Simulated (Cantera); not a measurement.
SiH2Cl2 + NH3 + H2 (silicon nitride deposition)

Charge: 1 mol SiH2Cl2, 0.65 mol NH3, 3.4 mol H2, equilibrated at 13300 Pa.

These are equilibrium values from Cantera (NASA tables, ideal gas, pure condensed phases), not measurements of a reactor. Candidate condensed phases: NH4Cl, Si, Si3N4; 28 gas species. Mutual solubility and eutectic melting of coexisting phases are not modelled. The tables' values for SiCl3, SiCl are old estimates; treat these amounts as uncertain. Gases not in the tables: Si2H6 and higher silanes. Kinetics and transport are ignored.

| T (K) | x H2 | x HCl | x SiCl2 | x SiCl4 | x N2 | x SiHCl3 | x SiCl3 | n Si3N4(s) | n Si(s) | n Si(l) |
|---|---|---|---|---|---|---|---|---|---|---|
| 950 | 0.899 | 0.0136 | 0.000133 | 0.0661 | 4.19e-11 | 0.0201 | 0.000512 | 0.163 | 0 | 0 |
| 1050 | 0.889 | 0.0248 | 0.00129 | 0.0595 | 1.04e-9 | 0.0221 | 0.00206 | 0.163 | 0.00680 | 0 |
| 1150 | 0.871 | 0.0475 | 0.00571 | 0.0509 | 4.23e-8 | 0.0189 | 0.00516 | 0.163 | 0.0277 | 0 |
| 1250 | 0.844 | 0.0773 | 0.0178 | 0.0365 | 9.47e-7 | 0.0142 | 0.00952 | 0.162 | 0.0373 | 0 |
| 1350 | 0.814 | 0.106 | 0.0390 | 0.0192 | 1.33e-5 | 0.00845 | 0.0123 | 0.162 | 0.0226 | 0 |
| 1450 | 0.792 | 0.126 | 0.0599 | 0.00710 | 0.000136 | 0.00384 | 0.0108 | 0.162 | 0 | 0 |
| 1550 | 0.779 | 0.137 | 0.0713 | 0.00214 | 0.00111 | 0.00149 | 0.00740 | 0.159 | 0 | 0 |
| 1650 | 0.775 | 0.133 | 0.0810 | 0.000584 | 0.00517 | 0.000572 | 0.00464 | 0.146 | 0.00664 | 0 |
| 1750 | 0.753 | 0.135 | 0.0801 | 0.000183 | 0.0285 | 0.000227 | 0.00288 | 0.0691 | 0 | 0.245 |
x: gas mole fraction; n: condensed amount in mol.

At 950 K the condensed part is Si3N4(s). From 1050 K to 1350 K the condensed part is Si(s) + Si3N4(s). From 1450 K to 1550 K the condensed part is Si3N4(s). At 1650 K the condensed part is Si(s) + Si3N4(s). At 1750 K the condensed part is Si(l) + Si3N4(s). The main Si-bearing gas is SiCl4 at 950 K and SiCl2 at 1750 K. The share of Si in condensed phases is highest at 1250 K (52.5 %) and lowest at 1650 K (44.5 %).
